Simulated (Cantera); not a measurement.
A closed system holds: 1 mol TiO2, 0.92 mol MgCl2, 0.18 mol O2, equilibrated at 998.15 K and 0.315 Torr.

These are equilibrium values from Cantera (NASA tables, ideal gas, pure condensed phases), not measurements of a reactor. Candidate condensed phases: Mg, MgCl2, MgO, MgTiO3, MgTi2O5, Mg2TiO4, Ti, TiCl2, TiCl3, TiCl4, TiO, TiO2, Ti2O3, Ti3O5, Ti4O7; 20 gas species. Condensed phases not in the tables: TiOCl, alloys, solid solutions and most ternary compounds. Rates play no part.

Base state: Cl2 0.500, TiCl4 0.300, MgCl2 0.187, Cl 0.0130 (mole fractions); condensed: MgTiO3(s).

What changes in the equilibrium state with this change: pressure from 0.315 Torr to 4.88 Torr?


| species | before | after |
|---|---|---|
| Cl2 | 0.500 | 0.782 |
| TiCl4 | 0.300 | 0.186 |
| MgCl2 | 0.187 | 0.0280 |
| Cl | 0.0130 | 0.00414 |
| MgTiO3(s), mol | 0.787 | 0.147 |
| MgCl2(l), mol | 0 | 0.376 |
| MgTi2O5(s), mol | 0 | 0.384 |

What changes in the equilibrium state with this change: temperature from 998.15 K to 1400 K?


```
species             before     after
-----------------  -------  --------
MgCl2                0.187     0.482
Cl                  0.0130     0.423
Cl2                  0.500    0.0928
TiCl4                0.300  0.000977
O2                 2.98e-7   0.00204
ClO                9.12e-9   1.10e-5
MgTiO3(s), mol       0.787         0
MgTi2O5(s), mol          0     0.358
TiO2(rutile), mol        0     0.284
```
Mutual solubility and eutectic melting of coexisting phases are not modelled. Condensed phases not in the tables: alloys, solid solutions and most ternary compounds.
